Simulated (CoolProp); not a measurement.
Dry air along the isotherm 148.2 K: density (kg/m³) from the reference equation and from simpler models built on Tc = 132.5 K, pc = 3786 kPa, ω = 0.034; each cubic takes its own stable root.

Values from CoolProp's reference Helmholtz-energy equation of state, Lemmon 2000. It is a pseudo-pure fit of the blend.

```csv
p (kPa),phase,reference
1050,gas,26.51
2100,gas,57.72
3160,gas,96.55
4210,supercritical,147.2
5260,supercritical,219.5
6310,supercritical,317.6
7360,supercritical,401.4
8410,supercritical,454.4
9460,supercritical,490.1
```

Problem. How far does each simpler model (ideal gas, van der Waals, Redlich-Kwong, Soave-Redlich-Kwong, Peng-Robinson) lie from the reference over these 9 states: mean and median of the absolute difference, and the worst?

Solution. 
- ideal gas: mean 38.0 %, median 43.7 %, worst -56.9 % at 148.2 K and 7360 kPa
- van der Waals: mean 4.9 %, median 2.0 %, worst -14.0 % at 148.2 K and 9460 kPa
- Redlich-Kwong: mean 2.5 %, median 1.2 %, worst -5.8 % at 148.2 K and 7360 kPa
- Soave-Redlich-Kwong: mean 3.3 %, median 2.5 %, worst -7.2 % at 148.2 K and 7360 kPa
- Peng-Robinson: mean 2.0 %, median 2.2 %, worst +3.8 % at 148.2 K and 4210 kPa
